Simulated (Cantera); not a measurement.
Feed: 1 mol FeS2, 2.4 mol H2, 2.2 mol N2, at 950 °C and 0.00160 bar.

Method: chemical equilibrium by Gibbs-energy minimisation in Cantera with the NASA 1993 tables (ideal gas, pure condensed phases). Candidate condensed phases: Fe, FeS, FeS2, S; 16 gas species. FeS: taken at fixed stoichiometry. Gases not in the tables: S3 to S7. Rates play no part.

Base state: N2 0.448, H2 0.411, H2S 0.0775, S2 0.0628, SH 0.000675 (mole fractions); condensed: FeS(s).

### Question
What changes in the equilibrium state with this change: 0.89 mol CO2 added?

### Answer
```json
[
 {"species": "N2", "before": "0.448", "after": "0.376"},
 {"species": "H2", "before": "0.411", "after": "0.248"},
 {"species": "H2O", "before": "0", "after": "0.115"},
 {"species": "CO", "before": "0", "after": "0.115"},
 {"species": "CO2", "before": "0", "after": "0.0365"},
 {"species": "H2S", "before": "0.0775", "after": "0.0463"},
 {"species": "S2", "before": "0.0628", "after": "0.0615"},
 {"species": "COS", "before": "0", "after": "0.000684"},
 {"species": "SO2", "before": "0", "after": "0.000233"},
 {"species": "SO", "before": "0", "after": "3.60e-5"},
 {"species": "S2O", "before": "0", "after": "2.02e-5"},
 {"species": "FeS(s), mol", "before": "1.00", "after": "1.00"}
]
```
Further candidate phases: C, C6H6, C7H8, C8H18, Fe(CO)5, FeO, Fe(OH)2, Fe(OH)3, FeSO4, Fe2O3, Fe2(SO4)3, Fe3O4, H2O, H2SO4.

### Question
What changes in the equilibrium state with this change: temperature from 950 °C to 1202 °C?

### Answer
```
species        before     after
-----------  --------  --------
H2              0.411     0.452
N2              0.448     0.436
S2             0.0628    0.0866
H2S            0.0775    0.0219
Fe            1.68e-9   1.61e-5
H             4.82e-6  0.000218
S             4.97e-6  0.000223
SH           0.000675   0.00290
FeS(s), mol      1.00         0
FeS(l), mol         0     1.000
```

### Question
What changes in the equilibrium state with this change: temperature from 950 °C to 1550 °C?

### Answer
| species | before | after |
|---|---|---|
| H2 | 0.411 | 0.400 |
| N2 | 0.448 | 0.381 |
| S2 | 0.0628 | 0.160 |
| H2S | 0.0775 | 0.00640 |
| Fe | 1.68e-9 | 0.0255 |
| SH | 0.000675 | 0.0117 |
| S | 4.97e-6 | 0.00892 |
| H | 4.82e-6 | 0.00686 |
| FeS(s), mol | 1.00 | 0 |
| Fe(l), mol | 0 | 0.853 |
